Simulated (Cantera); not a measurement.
**Catalytic combustion on Pt**

An isothermal plug-flow reactor at 825 K and 80000 Pa (inlet), inlet velocity 9.6 m/s, active area per volume 4300 1/m; feed 0.329 % H2, 14.9 % O2, 83.9 % N2, 0.934 % H2O, equivalence ratio 0.011.

Model: Deutschmann's 1995 Pt surface mechanism with GRI-Mech 3.0 gas chemistry, integrated in Cantera. Catalytic surfaces can have several steady states; this one follows from the mechanism file's or the stated starting coverage. Mass transfer to the wall is taken as infinitely fast.

```
z (m)        x H2   x O2   x H2O  θ free Pt   θ O*    θ OH*
-------  --------  -----  ------  ---------  -----  -------
0.00055   0.00194  0.148  0.0107     0.0578  0.940  0.00210
0.00098   0.00134  0.148  0.0113     0.0538  0.944  0.00206
0.0017   0.000749  0.148  0.0119     0.0502  0.948  0.00202
0.0031   0.000260  0.147  0.0124     0.0475  0.951  0.00199
0.0055    4.55e-5  0.147  0.0126     0.0463  0.952  0.00198
0.0098    2.08e-6  0.147  0.0127     0.0461  0.952  0.00198
0.017     1.20e-8  0.147  0.0127     0.0461  0.952  0.00198
0.031      <1e-12  0.147  0.0127     0.0461  0.952  0.00198
0.055      <1e-12  0.147  0.0127     0.0461  0.952  0.00198
```
x: gas mole fraction; θ: surface coverage.
